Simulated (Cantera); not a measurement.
Cantera run, input and output.

```python
import numpy as np
import cantera as ct

gas = ct.Solution("gri30.yaml")
gas.TPX = 1648, 100000, {'C2H4': 1, 'H2': 26}
reactor = ct.IdealGasConstPressureReactor(gas, energy="off", clone=False)
net = ct.ReactorNet([reactor])
net.rtol, net.atol = 1e-08, 1e-18
show = ['C2H4', 'H2', 'C2H2', 'CH4', 'H', 'CH2', 'C2H']
times = np.geomspace(8e-06, 3, 10)

steps = ct.SolutionArray(gas, extra=["t"])
rows = []
print(f"{'t/s':>10s}{'T/K':>9s}{'P/Pa':>11s}" + "".join(f"{s:>11s}" for s in show))
for t in times:
    while net.time < t:
        t_next = net.step()
        steps.append(gas.state, t=t_next)
    rows.append([np.interp(t, steps.t, y) for y in (steps.T, steps.P, *steps(*show).X.T)])
    print(f"{t:10.3e}{rows[-1][0]:9.1f}{rows[-1][1]:11.4g}" + "".join(f"{x:11.3e}" for x in rows[-1][2:]))
rate = np.gradient(steps.T, steps.t)
print("integrator steps:", len(steps.t))
if steps.T.max() > steps.T[0] + 200:
    print(f"time of steepest temperature rise: {steps.t[rate.argmax()]:.4e} s")
gas.TPX = 1648, 100000, {'C2H4': 1, 'H2': 26}
gas.equilibrate("TP")
print(f"equilibrium (TP): T = {gas.T:.1f} K  " + "  ".join(f"{s} {gas[s].X[0]:.3e}" for s in show))
```

It prints:

```
       t/s      T/K       P/Pa       C2H4         H2       C2H2        CH4          H        CH2        C2H
 8.000e-06   1648.0      1e+05  3.700e-02  9.630e-01  4.033e-05  5.755e-10  3.240e-07  6.717e-12  5.868e-14
 3.330e-05   1648.0      1e+05  3.686e-02  9.630e-01  1.724e-04  3.569e-08  1.383e-06  3.152e-11  1.071e-12
 1.386e-04   1648.0      1e+05  3.619e-02  9.630e-01  8.104e-04  2.232e-06  7.346e-06  1.679e-10  2.671e-11
 5.769e-04   1648.0      1e+05  2.950e-02  9.631e-01  7.141e-03  1.754e-04  8.242e-05  1.620e-09  2.639e-09
 2.401e-03   1648.0      1e+05  6.081e-03  9.633e-01  2.927e-02  1.225e-03  1.133e-04  7.936e-10  1.486e-08
 9.995e-03   1648.0      1e+05  2.246e-03  9.630e-01  3.257e-02  2.097e-03  1.132e-04  7.422e-10  1.653e-08
 4.160e-02   1648.0      1e+05  2.165e-03  9.615e-01  3.137e-02  4.842e-03  1.041e-04  1.271e-09  1.467e-08
 1.732e-01   1648.0      1e+05  1.908e-03  9.569e-01  2.762e-02  1.344e-02  9.345e-05  2.638e-09  1.165e-08
 7.207e-01   1648.0      1e+05  1.549e-03  9.504e-01  2.227e-02  2.568e-02  8.782e-05  4.374e-09  8.887e-09
 3.000e+00   1648.0      1e+05  1.509e-03  9.496e-01  2.167e-02  2.705e-02  8.739e-05  4.561e-09  8.611e-09
integrator steps: 1006
equilibrium (TP): T = 1648.0 K  C2H4 1.509e-03  H2 9.496e-01  C2H2 2.167e-02  CH4 2.705e-02  H 8.739e-05  CH2 4.561e-09  C2H 8.611e-09
```

Model: GRI-Mech 3.0 (53 species, 325 reactions), integrated in Cantera. GRI-Mech 3.0 was tuned for natural gas; its chemistry of ethylene as a main component is partial and can be far from experiment. GRI-Mech 3.0 stops at C3 and has no aromatics, soot or wall deposition, so with more carbon than oxygen in the feed, carbon stays in small species such as C2H2 where larger ones or solid carbon would form.
